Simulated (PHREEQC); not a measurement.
Solution (25 °C): 0.02 mol/kgw HF, 0.024 mol/kgw NaF, 3.6e-05 mol/kgw H2SiF6 and 0.024 mol/kgw HCl. Closed to the air; pH follows from the charge balance.

The numbers come from PHREEQC with the ion-association model, wateq4f.dat.

This is a speciation only: nothing precipitates in the calculation.

Problem. Predict the pH, ionic strength.

Solution. pH 2.29; ionic strength 0.0298 mol/kgw.

Problem. In which forms is F present?

Solution. HF 73 %, H2F2 12 %, F- 11 %, HF2- 2.8 % of the F.

wateq4f.dat counts part of the HF as a dimer, H2F2, which phreeqc.dat doesn't know; its constant is uncertain. SiF6-2 is the database's only silicon fluoride.
